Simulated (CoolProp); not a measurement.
Vapour-liquid equilibrium of CH2F2 (R32) (1) + R123 (2) at 0.0113 MPa; x and y are mole fractions of (1).

Model: multi-fluid Helmholtz-energy mixture model, Tillner-Roth 1997 and Younglove 1994; pair parameters Bell 2016, in CoolProp.

```csv
x,"bubble temperature, mixture model (°C)","bubble temperature, Raoult's law (°C)","y, mixture model","y, Raoult's law"
0.05,-50.8,-41.6,0.858,0.730
0.2,-73.5,-63.2,0.982,0.957
0.35,-79.7,-72.0,0.992,0.984
0.5,-82.3,-77.3,0.994,0.993
0.65,-83.6,-81.1,0.996,0.997
0.8,-84.8,-83.9,0.997,0.999
0.95,-86.3,-86.2,0.999,1.000
```

The largest gap from Raoult's law is -10.3 K in bubble temperature, at x = 0.2. No azeotrope shows between x = 0.05 and 0.95.

Pair parameters are fitted to limited data, so mixtures are less certain than the pure fluids. With so large a gap from Raoult's law the liquid may split in two, which this calculation doesn't test in full.
